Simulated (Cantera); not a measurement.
Input: 1 mol Si, 0.03 mol O2, 55 mol H2, at 0.133 bar.

Equilibrium computed with Cantera from the NASA thermochemical tables; the gas is ideal and each condensed phase is pure. Candidate condensed phases: H2O, Si, SiO2; 18 gas species. Mutual solubility and eutectic melting of coexisting phases are not modelled. The tables hold silica as quartz up to 1696 K and as liquid above; real silica turns to tridymite and cristobalite and melts near 1996 K. Gases not in the tables: Si2H6 and higher silanes. Equilibrium is a limit: real reactors are often held back by kinetics, nucleation or transport.

Q: Which condensed phases are stable at each of these points (T (K)): 1175, 1250, 1325, 1400, 1475, 1550, 1625, 1700, 1775, 1850, 1925?

A: 
```tsv
T (K)	condensed phases	Si condensed (%)
1175	Si(s) + SiO2(β-quartz)	100.0
1250	Si(s) + SiO2(β-quartz)	99.9
1325	Si(s) + SiO2(β-quartz)	99.4
1400	Si(s) + SiO2(β-quartz)	97.0
1475	Si(s)	94.0
1550	Si(s)	94.0
1625	Si(s)	94.0
1700	Si(l)	93.9
1775	Si(l)	93.7
1850	Si(l)	93.4
1925	Si(l)	92.7
```

From 1175 K to 1400 K the condensed part is Si(s) + SiO2(β-quartz). From 1475 K to 1625 K the condensed part is Si(s). From 1700 K to 1925 K the condensed part is Si(l).
